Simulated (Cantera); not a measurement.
Cantera run:

```python
import numpy as np
import cantera as ct

gas_names = """
    CL CL2 H HCL H2 Si SiCL SiCL2 SiCL3 SiCL4 SiH SiHCL3 SiH2 SiH2CL2 SiH3 SiH3CL SiH4 Si2 Si3
""".split()
cond_names = """
    Si(cr) Si(L)
""".split()


def load(file, names, dense=False):
    # The tables refer to 1 bar. Condensed volumes are neglected.
    table = {s.name: s for s in ct.Species.list_from_file(file)}
    out = []
    for n in names:
        d = dict(table[n].input_data)
        d["thermo"] = dict(d["thermo"], **{"reference-pressure": 1e5})
        if dense:
            d["equation-of-state"] = {"model": "constant-volume", "density": "1e6 g/cm^3"}
        out.append(ct.Species.from_dict(d))
    return out


gas = ct.Solution(thermo="ideal-gas", species=load("nasa_gas.yaml", gas_names))
cond = {s.name: ct.Solution(thermo="fixed-stoichiometry", species=[s], name=s.name)
        for s in load("nasa_condensed.yaml", cond_names, dense=True)}
atoms = {
    'SiCl4': {'Si': 1, 'CL': 4},
    'H2': {'H': 2},
}
top_T = {}  # K; cautious upper limits of use, not melting points


def equilibrate(T, P, feed):
    n = {}
    for name, mol in feed.items():
        for a, k in atoms[name].items():
            n[a] = n.get(a, 0.0) + k * mol
    gas.TPX = T, P, n
    mass = sum(n.values()) * gas.mean_molecular_weight
    gas.equilibrate("TP")
    valid = [c for c in cond.values() if c.min_temp <= T <= top_T.get(c.name, c.max_temp)]
    mix = ct.Mixture([(gas, mass / gas.mean_molecular_weight)] + [(c, 0.0) for c in valid])
    mix.T, mix.P = T, P
    mix.equilibrate("TP", solver="vcs", rtol=1e-11, max_steps=5000)
    return mix


results = []
feed = {'SiCl4': 1, 'H2': 9.3}  # mol
P = 1700000  # Pa
for T in [500, 600, 700, 800, 900, 1000, 1100, 1200, 1300, 1400, 1500, 1600, 1700]:
    mix = equilibrate(T, P, feed)
    results.append((T, P, feed, dict(zip(mix.species_names, mix.species_moles))))
    x = sorted(zip(gas.X, gas.species_names), reverse=True)
    print(f"T = {T:g} K  P = {P:g} Pa  gas = {mix.phase_moles(0):.4g} mol")
    print("   x: " + "  ".join(f"{s} {v:.3e}" for v, s in x if v > 0.0001))
    print("   condensed (mol): " + ("  ".join(f"{mix.phase(i).name} {mix.phase_moles(i):.4g}"
          for i in range(1, mix.n_phases) if mix.phase_moles(i) > 1e-12) or "none"))
```

Output:

```
T = 500 K  P = 1.7e+06 Pa  gas = 10.3 mol
   x: H2 9.025e-01  SiCL4 9.671e-02  HCL 3.729e-04  SiHCL3 3.728e-04
   condensed (mol): none
T = 600 K  P = 1.7e+06 Pa  gas = 10.3 mol
   x: H2 9.014e-01  SiCL4 9.555e-02  HCL 1.540e-03  SiHCL3 1.538e-03
   condensed (mol): none
T = 700 K  P = 1.7e+06 Pa  gas = 10.3 mol
   x: H2 8.988e-01  SiCL4 9.295e-02  HCL 4.144e-03  SiHCL3 4.120e-03
   condensed (mol): none
T = 800 K  P = 1.7e+06 Pa  gas = 10.3 mol
   x: H2 8.944e-01  SiCL4 8.862e-02  HCL 8.530e-03  SiHCL3 8.400e-03
   condensed (mol): none
T = 900 K  P = 1.7e+06 Pa  gas = 10.3 mol
   x: H2 8.882e-01  SiCL4 8.264e-02  HCL 1.468e-02  SiHCL3 1.420e-02  SiH2CL2 2.315e-04
   condensed (mol): none
T = 1000 K  P = 1.7e+06 Pa  gas = 10.3 mol
   x: H2 8.806e-01  SiCL4 7.540e-02  HCL 2.233e-02  SiHCL3 2.096e-02  SiH2CL2 6.282e-04
   condensed (mol): none
T = 1100 K  P = 1.7e+06 Pa  gas = 10.3 mol
   x: H2 8.718e-01  SiCL4 6.739e-02  HCL 3.112e-02  SiHCL3 2.784e-02  SiH2CL2 1.379e-03  SiCL3 4.042e-04
   condensed (mol): none
T = 1200 K  P = 1.7e+06 Pa  gas = 10.31 mol
   x: H2 8.621e-01  SiCL4 5.901e-02  HCL 4.089e-02  SiHCL3 3.384e-02  SiH2CL2 2.541e-03  SiCL3 1.302e-03  SiCL2 2.520e-04
   condensed (mol): none
T = 1300 K  P = 1.7e+06 Pa  gas = 10.33 mol
   x: H2 8.513e-01  HCL 5.188e-02  SiCL4 5.042e-02  SiHCL3 3.770e-02  SiH2CL2 3.976e-03  SiCL3 3.303e-03  SiCL2 1.284e-03  SiH3CL 1.179e-04
   condensed (mol): none
T = 1400 K  P = 1.7e+06 Pa  gas = 10.38 mol
   x: H2 8.387e-01  HCL 6.500e-02  SiCL4 4.157e-02  SiHCL3 3.797e-02  SiCL3 6.728e-03  SiH2CL2 5.216e-03  SiCL2 4.623e-03  SiH3CL 2.061e-04
   condensed (mol): none
T = 1500 K  P = 1.7e+06 Pa  gas = 10.48 mol
   x: H2 8.233e-01  HCL 8.129e-02  SiHCL3 3.395e-02  SiCL4 3.237e-02  SiCL2 1.204e-02  SiCL3 1.108e-02  SiH2CL2 5.664e-03  SiH3CL 2.774e-04
   condensed (mol): none
T = 1600 K  P = 1.7e+06 Pa  gas = 10.63 mol
   x: H2 8.055e-01  HCL 1.004e-01  SiHCL3 2.680e-02  SiCL2 2.370e-02  SiCL4 2.314e-02  SiCL3 1.492e-02  SiH2CL2 5.184e-03  SiH3CL 2.996e-04
   condensed (mol): none
T = 1700 K  P = 1.7e+06 Pa  gas = 10.8 mol
   x: H2 7.873e-01  HCL 1.200e-01  SiCL2 3.752e-02  SiHCL3 1.890e-02  SiCL3 1.684e-02  SiCL4 1.489e-02  SiH2CL2 4.182e-03  SiH3CL 2.808e-04
   condensed (mol): none
```

Equilibrium computed with Cantera from the NASA thermochemical tables; the gas is ideal and each condensed phase is pure. The tables' values for SiCl3 are old estimates; treat these amounts as uncertain.
